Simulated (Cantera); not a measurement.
Charge: 1 mol Si, 0.0028 mol O2, 350 mol H2, at 0.133 bar.

Method: chemical equilibrium by Gibbs-energy minimisation in Cantera with the NASA 1993 tables (ideal gas, pure condensed phases). Candidate condensed phases: H2O, Si, SiO2; 18 gas species. Gases not in the tables: Si2H6 and higher silanes. Kinetics and transport are ignored.

log p: log10 of the partial pressure in bar; n: condensed amount in mol.

| T (K) | log p H2 | log p H | log p Si | log p SiH2 | log p SiH | log p SiO | log p Si2 | n Si(s) | n Si(l) |
|---|---|---|---|---|---|---|---|---|---|
| 1450 | -0.88 | -5.46 | -8.51 | -6.99 | -8.35 | -5.67 | -11.57 | 0.994 | 0 |
| 1550 | -0.88 | -4.94 | -7.48 | -6.43 | -7.50 | -5.67 | -10.22 | 0.993 | 0 |
| 1650 | -0.88 | -4.48 | -6.57 | -5.94 | -6.75 | -5.67 | -9.04 | 0.990 | 0 |
| 1750 | -0.88 | … | … | … | … | -5.67 | … | 0 | 0.981 |
| 1850 | -0.88 | … | … | … | … | -5.67 | … | 0 | 0.956 |
| 1950 | -0.88 | -3.38 | -4.62 | -4.98 | -5.18 | -5.67 | -6.66 | 0 | 0.885 |
| 2050 | -0.88 | -3.08 | -4.11 | -4.73 | -4.77 | -5.67 | -6.05 | 0 | 0.691 |

**Question.** Complete the blanks.

**Answer.** 
- 1750, log p H: -4.07
- 1750, log p Si: -5.82
- 1750, log p SiH2: -5.56
- 1750, log p SiH: -6.14
- 1750, log p Si2: -8.11
- 1850, log p H: -3.71
- 1850, log p Si: -5.19
- 1850, log p SiH2: -5.25
- 1850, log p SiH: -5.63
- 1850, log p Si2: -7.35
